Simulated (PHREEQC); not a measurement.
Consider water at 25 °C with 0.15 mol BaCl2 and 0.0017 mol Ca(NO3)2 per kg of water. Closed to the air; pH follows from the charge balance.

The numbers come from PHREEQC with the ion-association model, phreeqc.dat.

Task: The ionic strength comes out as 0.455 mol/kgw. What activity coefficients do NO3-, Ba+2, Ca+2, Cl- get?

Result: NO3- 0.62, Ba+2 0.22, Ca+2 0.26, Cl- 0.66.

Precipitation was switched off in this run. Complexes and solids missing from the database can't appear.
